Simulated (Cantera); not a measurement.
Equilibrium for sublimation and decomposition of ceramics: Si3N4 + C + N2

Feed: 1 mol Si3N4, 0.0036 mol C, 3.7 mol N2, equilibrated at 1177 °C and 1.90 bar.

Cantera equilibrium calculation (NASA polynomials, part measured and part estimated; ideal gas, pure solids and liquids). Candidate condensed phases: C, Si, SiC, Si3N4; 20 gas species. Equilibrium is a limit: real reactors are often held back by kinetics, nucleation or transport.

```yaml
x(N2): 1.00
n(C(graphite)): 0.00360 mol
n(Si3N4(s)): 1.00 mol
gas_amount: 3.700 mol
log10 activity of Si(s) (absent): -3.36
```
